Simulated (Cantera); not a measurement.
Feed: 1 mol Pb, 0.042 mol CO, 0.49 mol H₂, equilibrated at 1127 °C and 1.70 mbar.

These are equilibrium values from Cantera (NASA tables, ideal gas, pure condensed phases), not measurements of a reactor. Candidate condensed phases: C, C₆H₆, C₇H₈, C₈H₁₈, H₂O, Pb, PbO, PbO₂, Pb₃O₄; 113 gas species. Rates play no part.

Base state: Pb 0.653, H₂ 0.320, CO 0.0274, H 6.67e-5, Pb₂ 1.76e-5 (mole fractions); condensed: gas only.

Question: What changes in the equilibrium state with this change: temperature from 1127 °C to 700 °C?

Answer: 
| species | before | after |
|---|---|---|
| H₂ | 0.320 | 0.916 |
| CO | 0.0274 | 0.0784 |
| Pb | 0.653 | 0.00516 |
| H | 6.67e-5 | 2.52e-8 |
| Pb₂ | 1.76e-5 | 1.08e-8 |
| CO₂ | 9.66e-9 | 1.52e-5 |
| CH₄ | 1.70e-7 | 0.000126 |
| H₂O | 2.45e-7 | 0.000110 |
| Pb(l), mol | 0 | 0.997 |

Question: What changes in the equilibrium state with this change: temperature from 1127 °C to 550 °C?

Answer: 
```csv
species,before,after
H₂,0.320,0.920
CO,0.0274,0.0767
H₂O,2.45e-7,0.00159
Pb,0.653,7.90e-5
H,6.67e-5,<1e-9
CO₂,9.66e-9,0.000478
Pb₂,1.76e-5,<1e-9
"C(graphite), mol",0,0.000384
"Pb(l), mol",0,1.000
```
